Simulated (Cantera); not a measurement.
A closed system holds: 1 mol toluene, 0.18 mol O2, 9.6 mol N2, equilibrated at 1102 °C and 0.133 bar.

Equilibrium computed with Cantera from the NASA thermochemical tables; the gas is ideal and each condensed phase is pure. Candidate condensed phases: C, C6H6, C7H8, C8H18, H2O; 136 gas species. Rates play no part.

Base state: N2 0.688, H2 0.286, CO 0.0258, HCN 0.000179, CH4 5.44e-5 (mole fractions); condensed: C(graphite).

Q: What changes in the equilibrium state with this change: temperature from 1102 °C to 2325 °C?

A: 
| species | before | after |
|---|---|---|
| N2 | 0.688 | 0.650 |
| H2 | 0.286 | 0.231 |
| H | 5.02e-6 | 0.0501 |
| HCN | 0.000179 | 0.0347 |
| CO | 0.0258 | 0.0251 |
| CN | <1e-9 | 0.000499 |
| C2N2 | <1e-9 | 8.90e-5 |
| C(graphite), mol | 6.64 | 5.96 |
